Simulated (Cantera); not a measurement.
# Moist CO burnout

An isothermal, constant-pressure homogeneous reactor starts with 0.383 % CO, 3.27 % O2, 2.90 % H2O, 93.4 % N2, at 1375 K and 340000 Pa.

Computed with Cantera and GRI-Mech 3.0 (53 species, 325 reactions).

```tsv
t (s)	x CO	x O2	x H2O	x N2O	x NO	x NO2	x H2
3.00e-5	0.00383	0.0327	0.0290	<1e-12	<1e-12	<1e-12	2.89e-10
0.000159	0.00383	0.0327	0.0290	6.57e-11	<1e-12	<1e-12	5.51e-8
0.000845	0.00188	0.0317	0.0289	3.13e-7	1.09e-8	1.65e-10	4.58e-5
0.00448	0.000112	0.0309	0.0290	7.91e-7	3.15e-8	8.53e-10	2.94e-6
0.0238	2.42e-6	0.0308	0.0290	6.78e-7	3.77e-8	3.50e-10	1.22e-7
0.126	1.01e-8	0.0308	0.0290	1.43e-7	3.92e-8	2.24e-10	2.84e-8
0.669	7.54e-9	0.0308	0.0290	3.40e-8	3.99e-8	2.28e-10	2.76e-8
3.55	7.54e-9	0.0308	0.0290	3.40e-8	4.32e-8	2.47e-10	2.76e-8
18.8	7.54e-9	0.0308	0.0290	3.40e-8	6.03e-8	3.45e-10	2.76e-8
100	7.54e-9	0.0308	0.0290	3.40e-8	1.51e-7	8.67e-10	2.76e-8
```
x: mole fraction; the columns are a selection and need not sum to one.

Equilibrium at this temperature and pressure: CO 7.56e-9, O2 0.0307, H2O 0.0290, N2O 3.39e-8, NO 0.000263, NO2 1.50e-6, H2 2.76e-8 (gas phase only).
